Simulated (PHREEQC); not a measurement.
A solution holds 0.098 mol/kgw KHCO3 and 0.0059 mol/kgw NaF, at 25 °C. Closed to the air; pH follows from the charge balance.

Model: ion-association model, phreeqc.dat, run in PHREEQC.

Each row changes one thing in this solution. No solid was allowed to form.

```
case                                 pH  ionic strength (mol/kgw)  CO2 (mol/kgw)  CO3-2 (mol/kgw)
---------------------------------  ----  ------------------------  -------------  ---------------
as made                            8.12                     0.105        0.00126          0.00121
diluted 100-fold with water        8.27                   0.00105        1.12e-5          9.28e-6
NaF left out                       8.13                    0.0992        0.00123          0.00123
0.024 mol/kgw NaHF2 added          6.71                     0.127         0.0240          3.84e-5
KHCO3 from 0.098 to 0.147 mol/kgw  8.09                     0.154              …          0.00186
temperature from 25 to 80 °C       7.93                     0.105        0.00183          0.00133
KHCO3 from 0.098 to 0.196 mol/kgw  8.07                     0.204        0.00261          0.00253
diluted 2-fold with water          8.17                    0.0525              …         0.000583
```

**Question.** Complete the blanks.

**Answer.** 
- KHCO3 from 0.098 to 0.147 mol/kgw, CO2 (mol/kgw): 0.00193
- diluted 2-fold with water, CO2 (mol/kgw): 0.000599

Away from 25 °C the constants follow the database's enthalpies or fits; those with neither stay at their 25 °C values.
